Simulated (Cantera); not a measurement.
Adiabatic ignition

An adiabatic, constant-volume homogeneous reactor starts with CH4 : O2 : N2 = 1 : 1 : 3.76 (molar parts), equivalence ratio 2.0, at 1600 K and 15800 Torr.

Model: GRI-Mech 3.0 (53 species, 325 reactions), integrated in Cantera. The pressure lies above the range GRI-Mech 3.0 was tuned for (to about 10 atm).

| t (s) | T (K) | P (bar) | x CH4 | x O2 | x NO2 | x HCN | x CO2 | x C2H |
|---|---|---|---|---|---|---|---|---|
| 1.00e-6 | 1600 | 21.0 | 0.174 | 0.174 | <1e-12 | <1e-12 | 6.02e-10 | <1e-12 |
| 2.64e-6 | 1600 | 21.0 | 0.174 | 0.174 | <1e-12 | <1e-12 | 1.69e-8 | <1e-12 |
| 6.97e-6 | 1601 | 21.0 | 0.173 | 0.173 | <1e-12 | <1e-12 | 3.74e-7 | <1e-12 |
| 1.84e-5 | 1609 | 21.1 | 0.171 | 0.172 | <1e-12 | <1e-12 | 4.10e-6 | <1e-12 |
| 4.86e-5 | 2173 | 30.1 | 0.0709 | 0.0894 | 6.35e-10 | 1.94e-7 | 0.00346 | 1.69e-6 |
| 0.000128 | 2943 | 45.6 | 6.10e-9 | 2.00e-5 | 1.50e-8 | 4.70e-6 | 0.0148 | <1e-12 |
| 0.000339 | 2943 | 45.6 | 6.09e-9 | 2.00e-5 | 1.45e-8 | 4.53e-6 | 0.0148 | <1e-12 |
| 0.000894 | 2943 | 45.6 | 6.09e-9 | 2.00e-5 | 1.45e-8 | 4.53e-6 | 0.0148 | <1e-12 |
| 0.00236 | 2943 | 45.6 | 6.09e-9 | 2.00e-5 | 1.45e-8 | 4.53e-6 | 0.0148 | <1e-12 |
| 0.00624 | 2943 | 45.6 | 6.09e-9 | 2.00e-5 | 1.45e-8 | 4.53e-6 | 0.0148 | <1e-12 |
| 0.0165 | 2943 | 45.6 | 6.09e-9 | 2.00e-5 | 1.45e-8 | 4.53e-6 | 0.0148 | <1e-12 |
| 0.0435 | 2943 | 45.6 | 6.09e-9 | 2.00e-5 | 1.45e-8 | 4.53e-6 | 0.0148 | <1e-12 |
| 0.115 | 2943 | 45.6 | 6.09e-9 | 2.00e-5 | 1.45e-8 | 4.53e-6 | 0.0148 | <1e-12 |
| 0.303 | 2943 | 45.6 | 6.09e-9 | 2.00e-5 | 1.45e-8 | 4.53e-6 | 0.0148 | <1e-12 |
| 0.800 | 2943 | 45.6 | 6.09e-9 | 2.00e-5 | 1.45e-8 | 4.53e-6 | 0.0148 | <1e-12 |
x: mole fraction; the columns are a selection and need not sum to one.

```json
{
  "time_of_steepest_temperature_rise": "49.1 µs",
  "temperature at 0.800 s": "2943 K",
  "equilibrium_temperature": "2943 K",
  "x(CH4) at 0.800 s": "6.09e-9 (gas-phase equilibrium 6.79e-9)",
  "x(O2) at 0.800 s": "2.00e-5 (gas-phase equilibrium 2.00e-5)",
  "x(NO2) at 0.800 s": "1.45e-8 (gas-phase equilibrium 1.45e-8)"
}
```
